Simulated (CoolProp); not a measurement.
The fluid at 298.15 K and 3.56 MPa (liquid) is heated at constant pressure to 388 K. The same conditions are run with several fluids, on thermodynamics alone (safety and materials aside).

The numbers come from the reference Helmholtz-energy equation of state of each fluid (R113: Marx 1992; fluoroethane (R161): Wu 2012; R142b: Lemmon 2006; toluene: Lemmon 2006; tetradecamethylhexasiloxane (MD4M): Thol 2019) in CoolProp.

Q: Rank R113, fluoroethane (R161), R142b, toluene, tetradecamethylhexasiloxane (MD4M) by heat (kJ/kg), highest first.

A: fluoroethane (R161) (428), toluene (166), tetradecamethylhexasiloxane (MD4M) (163), R142b (132), R113 (86.1)

```tsv
fluid	final phase	final density (kg/m³)
R113	liquid	1350
fluoroethane (R161)	gas	72.5
R142b	liquid	820
toluene	liquid	780
tetradecamethylhexasiloxane (MD4M)	liquid	807
```
